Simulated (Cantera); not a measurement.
A perfectly stirred reactor is fed with 52.4 % CH4, 47.6 % H2O, at 5.00 bar; it is held at 1750 K, and followed from long to short residence time.

Model: GRI-Mech 3.0 (53 species, 325 reactions), integrated in Cantera.

Problem. Predict: x(CH4) at τ = 27.0 s; x(H2O) at τ = 27.0 s; x(CH2O) at τ = 27.0 s; x(CO) at τ = 27.0 s; x(CH4) at τ = 0.470 s; x(H2O) at τ = 0.470 s; x(CH2O) at τ = 0.470 s; x(CO) at τ = 0.470 s.

Solution. 
| Quantity | Result |
|---|---|
| x(CH4) at τ = 27.0 s | 0.0242 |
| x(H2O) at τ = 27.0 s | 0.0173 |
| x(CH2O) at τ = 27.0 s | 3.62e-7 |
| x(CO) at τ = 27.0 s | 0.228 |
| x(CH4) at τ = 0.470 s | 0.0544 |
| x(H2O) at τ = 0.470 s | 0.126 |
| x(CH2O) at τ = 0.470 s | 5.83e-7 |
| x(CO) at τ = 0.470 s | 0.143 |
